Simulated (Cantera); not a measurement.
A freely propagating, adiabatic, planar premixed flame of 21.5 % H2, 16.5 % O2, 62.0 % N2, equivalence ratio 0.65, unburnt at 575 K and 180000 Pa; mixture-averaged transport, grid criteria slope 0.08 and curve 0.16, no radiation.

Detailed kinetics in Cantera: the H2/O2 subset of GRI-Mech 3.0, which has no nitrogen chemistry. Burning velocities carry a grid error of a few per cent, more on coarse grids. Lean hydrogen flames are cellular in practice and burn faster than this planar one.

Q: Predict: laminar burning velocity; thermal thickness; peak x(H); peak x(OH); peak x(H2O2).

A: 
```
Quantity                     Value
------------------------  --------
laminar burning velocity  405 cm/s
thermal thickness         0.200 mm
peak x(H)                   0.0184
peak x(OH)                  0.0128
peak x(H2O2)               3.95e-5
```
